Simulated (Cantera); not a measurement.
Input: 1 mol Si, 9.8 mol HF, a varied amount of N₂, equilibrated at 1102 °C and 1.00 bar.

Method: chemical equilibrium by Gibbs-energy minimisation in Cantera with the NASA 1993 tables (ideal gas, pure condensed phases). Candidate condensed phases: Si, Si₃N₄; 37 gas species. Rates play no part.

Question: At 11 mol N₂, list the 4 most abundant gas species with their mole fractions, and the condensed phases.

Answer: N₂ 0.556, HF 0.293, H₂ 0.101, SiF₄ 0.0505. Condensed: gas only.
